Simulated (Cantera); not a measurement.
Feed: 1 mol Si, 0.26 mol N₂O, 3.2 mol N₂, equilibrated at 0.100 bar.

Method: chemical equilibrium by Gibbs-energy minimisation in Cantera with the NASA 1993 tables (ideal gas, pure condensed phases). Candidate condensed phases: Si, SiO₂, Si₂N₂O, Si₃N₄; 16 gas species. Mutual solubility and eutectic melting of coexisting phases are not modelled. The tables' values for SiN are old estimates; treat these amounts as uncertain. Kinetics and transport are ignored.

x: gas mole fraction; n: condensed amount in mol.

```csv
T (K),x N₂,x SiO,x Si,x Si₂N,x SiN,x Si₂,x Si₃,n Si₂N₂O(s),n Si₃N₄(s),n Si(l)
925,1.00,<1e-12,<1e-12,<1e-12,<1e-12,<1e-12,<1e-12,0.260,0.160,0
1125,1.00,<1e-12,<1e-12,<1e-12,<1e-12,<1e-12,<1e-12,0.260,0.160,0
1325,1.00,1.46e-9,<1e-12,<1e-12,<1e-12,<1e-12,<1e-12,0.260,0.160,0
1525,1.000,?,?,?,5.80e-10,<1e-12,<1e-12,0.260,0.160,0
1725,1.000,0.000277,8.57e-7,2.24e-8,1.51e-7,3.45e-10,7.23e-12,0.259,0.160,0
1925,0.982,0.0174,0.000124,1.22e-5,1.22e-5,7.58e-7,1.20e-7,0.209,0.177,0
2125,0.928,0.0698,0.00174,0.000122,0.000104,2.39e-5,4.82e-6,0,0,0.732
```

**Question.** What belongs in the gaps?

**Answer.** 
- 1525, x SiO: 1.44e-6
- 1525, x Si: 1.58e-9
- 1525, x Si₂N: 7.52e-12
